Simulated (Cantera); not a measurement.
Input (Python, Cantera) and output of one run.

```python
import numpy as np
import cantera as ct

gas_names = """
    H2O2
""".split()
cond_names = """
    Cu(cr) Cu(L) CuO2H2(s)
""".split()


# ... load() reads the species with a 1 bar reference pressure and builds the phases ...
species = {s.name: s for s in load("nasa_gas.yaml", gas_names) + load("nasa_condensed.yaml", cond_names)}
# Each term lists the table entries of one substance; the one whose range holds T is used.
reactions = {
    'H2O2(g) + Cu = Cu(OH)2':
        [(-1, ['H2O2']), (-1, ['Cu(cr)', 'Cu(L)']), (1, ['CuO2H2(s)'])],
}


def pick(names, T):
    return next(species[n] for n in names if species[n].thermo.min_temp <= T <= species[n].thermo.max_temp)


results = []
for label, terms in reactions.items():
    print(label)
    print("     T/K   dH/kJ  dS/(J/K)   dG/kJ   log10 K")
    for T in [300, 375, 425, 475, 525, 575]:
        used = [(nu, pick(names, T)) for nu, names in terms]
        dH = sum(nu * s.thermo.h(T) for nu, s in used) / 1e6
        dS = sum(nu * s.thermo.s(T) for nu, s in used) / 1e3
        dG = dH - T * dS / 1e3
        logK = -dG * 1e6 / (ct.gas_constant * T * np.log(10))
        results.append((label, T, dH, dS, dG, logK, [s.name for _, s in used]))
        print(f"{T:8g} {dH:8.1f} {dS:8.1f} {dG:8.1f} {logK:8.2f}")
```

Output:

```
H2O2(g) + Cu = Cu(OH)2
     T/K   dH/kJ  dS/(J/K)   dG/kJ   log10 K
     300   -314.0   -159.1   -266.3    46.36
     375   -311.9   -152.9   -254.6    35.46
     425   -310.5   -149.4   -247.0    30.36
     475   -309.2   -146.3   -239.6    26.35
     525   -307.8   -143.6   -232.4    23.12
     575   -306.4   -141.0   -225.3    20.46
```

Cantera with NASA thermochemical tables; ideal gases at 1 bar, condensed phases pure. Condensed species are held in their standard states even where they would react or evaporate.
